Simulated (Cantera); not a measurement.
Charge: 1 mol Si3H8, 0.0084 mol Cl2, 5.4 mol N2, held at 1402 °C.

These are equilibrium values from Cantera (NASA tables, ideal gas, pure condensed phases), not measurements of a reactor. Candidate condensed phases: NH4Cl, Si, Si3N4; 28 gas species. The feed counts by its element totals alone. Rates play no part.

At 0.750 Torr, list the 4 most abundant gas species with their mole fractions, and the condensed phases.

N2 0.573, H2 0.422, H 0.00239, HCl 0.00172. Condensed: Si(s).
